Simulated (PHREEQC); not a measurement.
# Phosphoric acid bath

Dissolve 0.01 mol/kgw NaH2PO4 and 0.0002 mol/kgw HCl at 25 °C. Closed to the air; pH follows from the charge balance.

Model: ion-association model, phreeqc.dat, run in PHREEQC.

Each row changes one thing in this solution. Precipitation was switched off in this run.

| case | pH | ionic strength (mol/kgw) | H3PO4 (mol/kgw) | HPO4-2 (mol/kgw) | NaHPO4- (mol/kgw) |
|---|---|---|---|---|---|
| as made | 4.06 | 0.0101 | 0.000114 | 9.55e-6 | 1.24e-7 |
| temperature from 25 to 10 °C | ___ | 0.0101 | ___ | ___ | 1.04e-7 |
| diluted 10-fold with water | 4.70 | 0.00102 | 2.82e-6 | 3.45e-6 | 5.82e-9 |
| HCl left out | 4.73 | 0.0101 | 2.47e-5 | 4.46e-5 | ___ |
| HCl replaced by NaCl at the same molality | 4.73 | 0.0103 | 2.47e-5 | 4.47e-5 | 5.90e-7 |

**Question.** Complete the blanks.

**Answer.** 
- temperature from 25 to 10 °C, pH: 4.02
- temperature from 25 to 10 °C, H3PO4 (mol/kgw): 0.000104
- temperature from 25 to 10 °C, HPO4-2 (mol/kgw): 7.95e-6
- HCl left out, NaHPO4- (mol/kgw): 5.80e-7

Constants without temperature data keep their 25 °C values here.
